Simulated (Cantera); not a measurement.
What does this Cantera script print?

```python
import numpy as np
import cantera as ct

gas_names = """
    CL CL2 H HCL H2 Si SiCL SiCL2 SiCL3 SiCL4 SiH SiHCL3 SiH2 SiH2CL2 SiH3 SiH3CL SiH4 Si2 Si3
""".split()
cond_names = """
    Si(cr) Si(L)
""".split()


# ... load() reads the species with a 1 bar reference pressure and builds the phases ...
atoms = {
    'Si': {'Si': 1},
    'HCl': {'H': 1, 'CL': 1},
    'H2': {'H': 2},
    'Cl2': {'CL': 2},
}
top_T = {}  # K; cautious upper limits of use, not melting points


# ... equilibrate(T, P, feed) seeds the gas with the atoms and calls Mixture.equilibrate('TP', solver="vcs", rtol=1e-11, max_steps=5000) ...
results = []
feed = {'Si': 1, 'HCl': 4.3, 'H2': 6.3, 'Cl2': 0.54}  # mol
T = 1100  # K
P = 270000  # Pa
mix = equilibrate(T, P, feed)
results.append((T, P, feed, dict(zip(mix.species_names, mix.species_moles))))
x = sorted(zip(gas.X, gas.species_names), reverse=True)
print(f"T = {T:g} K  P = {P:g} Pa  gas = {mix.phase_moles(0):.4g} mol")
print("   x: " + "  ".join(f"{s} {v:.3e}" for v, s in x if v > 1e-06))
print("   condensed (mol): " + ("  ".join(f"{mix.phase(i).name} {mix.phase_moles(i):.4g}"
      for i in range(1, mix.n_phases) if mix.phase_moles(i) > 1e-12) or "none"))
```

Result:

```
T = 1100 K  P = 270000 Pa  gas = 10.14 mol
   x: H2 7.578e-01  HCL 1.436e-01  SiCL4 9.115e-02  SiHCL3 7.095e-03  SiCL3 2.772e-04  SiH2CL2 6.619e-05  SiCL2 1.173e-05
   condensed (mol): none
```

Equilibrium computed with Cantera from the NASA thermochemical tables; the gas is ideal and each condensed phase is pure. The tables' values for SiCl3 are old estimates; treat these amounts as uncertain.
